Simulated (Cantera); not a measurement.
Cantera run:

```python
import numpy as np
import cantera as ct

gas_names = """
    H2O2 Br2 H2O Ca O2
""".split()
cond_names = """
    CaBr2(s) CaBr2(L) CaO2H2(s)
""".split()


# ... load() reads the species with a 1 bar reference pressure and builds the phases ...
species = {s.name: s for s in load("nasa_gas.yaml", gas_names) + load("nasa_condensed.yaml", cond_names)}
# Each term lists the table entries of one substance; the one whose range holds T is used.
reactions = {
    'CaBr2 + H2O2(g) = Br2(g) + Ca(OH)2':
        [(-1, ['CaBr2(s)', 'CaBr2(L)']), (-1, ['H2O2']), (1, ['Br2']), (1, ['CaO2H2(s)'])],
    '2 H2O(g) + 2 Ca(g) + O2(g) = 2 Ca(OH)2':
        [(-2, ['H2O']), (-2, ['Ca']), (-1, ['O2']), (2, ['CaO2H2(s)'])],
}


def pick(names, T):
    return next(species[n] for n in names if species[n].thermo.min_temp <= T <= species[n].thermo.max_temp)


results = []
for label, terms in reactions.items():
    print(label)
    print("     T/K   dH/kJ  dS/(J/K)   dG/kJ   log10 K")
    for T in [575, 675, 775, 875, 975]:
        used = [(nu, pick(names, T)) for nu, names in terms]
        dH = sum(nu * s.thermo.h(T) for nu, s in used) / 1e6
        dS = sum(nu * s.thermo.s(T) for nu, s in used) / 1e3
        dG = dH - T * dS / 1e3
        logK = -dG * 1e6 / (ct.gas_constant * T * np.log(10))
        results.append((label, T, dH, dS, dG, logK, [s.name for _, s in used]))
        print(f"{T:8g} {dH:8.1f} {dS:8.1f} {dG:8.1f} {logK:8.2f}")
```

Output:

```
CaBr2 + H2O2(g) = Br2(g) + Ca(OH)2
     T/K   dH/kJ  dS/(J/K)   dG/kJ   log10 K
     575   -132.7    -28.6   -116.3    10.56
     675   -131.7    -26.9   -113.5     8.78
     775   -130.7    -25.6   -110.9     7.47
     875   -129.8    -24.5   -108.4     6.47
     975   -129.1    -23.8   -106.0     5.68
2 H2O(g) + 2 Ca(g) + O2(g) = 2 Ca(OH)2
     T/K   dH/kJ  dS/(J/K)   dG/kJ   log10 K
     575  -1828.2   -688.9  -1432.1   130.09
     675  -1821.2   -677.7  -1363.7   105.53
     775  -1814.0   -667.8  -1296.5    87.38
     875  -1806.5   -658.7  -1230.1    73.43
     975  -1798.9   -650.4  -1164.7    62.40
```

Cantera with NASA thermochemical tables; ideal gases at 1 bar, condensed phases pure. Condensed species are held in their standard states even where they would react or evaporate.
